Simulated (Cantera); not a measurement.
A closed system holds: 1 mol SiC, 0.26 mol CO2, 460 mol N2, 2.5 mol O2, equilibrated at 8.50 Pa.

Cantera equilibrium calculation (NASA polynomials, part measured and part estimated; ideal gas, pure solids and liquids). Candidate condensed phases: C, Si, SiC, SiO2, Si2N2O, Si3N4; 34 gas species. The tables hold silica as quartz up to 1696 K and as liquid above; real silica turns to tridymite and cristobalite and melts near 1996 K. The numbers say what is thermodynamically allowed, not how fast it happens. All values below are at 1698 K.

Base state: N2 0.995, CO2 0.00225, O2 0.00121, CO 0.000472, NO 0.000245, SiO 0.000191, O 0.000165 (mole fractions); condensed: SiO2(condensed).

Q: What changes in the equilibrium state with this change: SiC replaced by Si3N4?

A: 
```
species                 before     after
--------------------  --------  --------
N2                       0.995     0.998
SiO                   0.000191   0.00185
CO                    0.000472  0.000376
CO2                    0.00225  0.000185
O2                     0.00121   1.29e-5
O                     0.000165   1.70e-5
SiO2(condensed), mol     0.909      2.14
```
